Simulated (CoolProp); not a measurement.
Propyne at 458.66 K and 0.796 MPa is throttled through a valve to 0.338 MPa with no heat exchange. Each further row changes one setting.

The numbers come from the reference Helmholtz-energy equation of state, Polt 1992 in CoolProp. This equation is an older, rougher fit.

```json
[
 {"case": "as stated", "temperature change (K)": "___", "final density (kg/m³)": "___"},
 {"case": "outlet pressure 0.101 MPa", "temperature change (K)": "___", "final density (kg/m³)": "___"},
 {"case": "outlet pressure 0.439 MPa", "temperature change (K)": "-2.3", "final density (kg/m³)": "___"}
]
```

### Question
What belongs in the gaps?

### Answer

- as stated, temperature change (K): -2.9
- as stated, final density (kg/m³): 3.62
- outlet pressure 0.101 MPa, temperature change (K): -4.5
- outlet pressure 0.101 MPa, final density (kg/m³): 1.08
- outlet pressure 0.439 MPa, final density (kg/m³): 4.72
